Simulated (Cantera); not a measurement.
Cantera run:

```python
import numpy as np
import cantera as ct

gas_names = [...]  # 148 gases of nasa_gas.yaml made of Al, C, H, N, O
cond_names = """
    AL(cr) AL(L) ALN(s) AL2O3(a) AL2O3(L) C(gr) C6H6(L) C7H8(L) C8H18(L),n-octa H2O(s) H2O(L)
""".split()


# ... load() reads the species with a 1 bar reference pressure and builds the phases ...
atoms = {
    'Al(CH3)3': {'AL': 1, 'C': 3, 'H': 9},
    'N2O': {'N': 2, 'O': 1},
    'N2': {'N': 2},
}
top_T = {'ALN(s)': 2750, 'C(gr)': 4500}  # K; cautious upper limits of use, not melting points


# ... equilibrate(T, P, feed) seeds the gas with the atoms and calls Mixture.equilibrate('TP', solver="vcs", rtol=1e-11, max_steps=5000) ...
results = []
feed = {'Al(CH3)3': 1, 'N2O': 1.2, 'N2': 42}  # mol
P = 17  # Pa
for T in [1300, 1375, 1450, 1525, 1600, 1675, 1750, 1825, 1900]:
    mix = equilibrate(T, P, feed)
    results.append((T, P, feed, dict(zip(mix.species_names, mix.species_moles))))
    x = sorted(zip(gas.X, gas.species_names), reverse=True)
    print(f"T = {T:g} K  P = {P:g} Pa  gas = {mix.phase_moles(0):.4g} mol")
    print("   x: " + "  ".join(f"{s} {v:.3e}" for v, s in x if v > 0.001))
    print("   condensed (mol): " + ("  ".join(f"{mix.phase(i).name} {mix.phase_moles(i):.4g}"
          for i in range(1, mix.n_phases) if mix.phase_moles(i) > 1e-12) or "none"))
```

It prints:

```
T = 1300 K  P = 17 Pa  gas = 48.4 mol
   x: N2 8.822e-01  H2 9.293e-02  CO 2.479e-02
   condensed (mol): ALN(s) 1  C(gr) 1.797
T = 1375 K  P = 17 Pa  gas = 48.4 mol
   x: N2 8.821e-01  H2 9.287e-02  CO 2.479e-02
   condensed (mol): ALN(s) 1  C(gr) 1.794
T = 1450 K  P = 17 Pa  gas = 48.41 mol
   x: N2 8.820e-01  H2 9.275e-02  CO 2.479e-02
   condensed (mol): ALN(s) 0.9998  C(gr) 1.79
T = 1525 K  P = 17 Pa  gas = 48.42 mol
   x: N2 8.817e-01  H2 9.248e-02  CO 2.478e-02
   condensed (mol): ALN(s) 0.9967  C(gr) 1.782
T = 1600 K  P = 17 Pa  gas = 48.48 mol
   x: N2 8.808e-01  H2 9.188e-02  CO 2.475e-02  H 1.264e-03
   condensed (mol): ALN(s) 0.9649  C(gr) 1.771
T = 1675 K  P = 17 Pa  gas = 48.92 mol
   x: N2 8.755e-01  H2 9.018e-02  CO 2.453e-02  AL 6.139e-03  H 2.674e-03
   condensed (mol): ALN(s) 0.6988  C(gr) 1.754
T = 1750 K  P = 17 Pa  gas = 50.03 mol
   x: N2 8.628e-01  H2 8.662e-02  CO 2.398e-02  AL 1.994e-02  H 5.250e-03  HCN 1.306e-03
   condensed (mol): C(gr) 1.731
T = 1825 K  P = 17 Pa  gas = 50.14 mol
   x: N2 8.605e-01  H2 8.385e-02  CO 2.393e-02  AL 1.991e-02  H 9.781e-03  HCN 1.860e-03
   condensed (mol): C(gr) 1.701
T = 1900 K  P = 17 Pa  gas = 50.33 mol
   x: N2 8.570e-01  H2 7.946e-02  CO 2.384e-02  AL 1.984e-02  H 1.716e-02  HCN 2.542e-03
   condensed (mol): C(gr) 1.662
```

Equilibrium computed with Cantera from the NASA thermochemical tables; the gas is ideal and each condensed phase is pure. The feed counts by its element totals alone.
